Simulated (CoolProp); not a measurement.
A closed Brayton cycle with dry air: compressor inlet 313.15 K and 2.4 MPa, high pressure 8.33 MPa, turbine inlet 710 K, compressor efficiency 0.89, turbine efficiency 0.9, recuperator effectiveness 0.95 (on enthalpy, no pinch check). Each further row changes one setting.

Model: reference Helmholtz-energy equation of state, Lemmon 2000, in CoolProp. It is a pseudo-pure fit of the blend.

```csv
case,thermal efficiency (%),net work (kJ/kg),compressor to turbine work,compressor exit (K),turbine exit (K)
as stated,21.8,44.4,0.77,464.0,525.6
turbine inlet 660 K,16.1,30.2,0.84,464.0,487.0
compressor inlet 323.15 K,19.5,39.4,0.80,478.5,525.6
high pressure 7.08 MPa,24.8,45.6,0.74,441.3,546.7
recuperator effectiveness 0.5,19.1,44.4,0.77,464.0,525.6
```
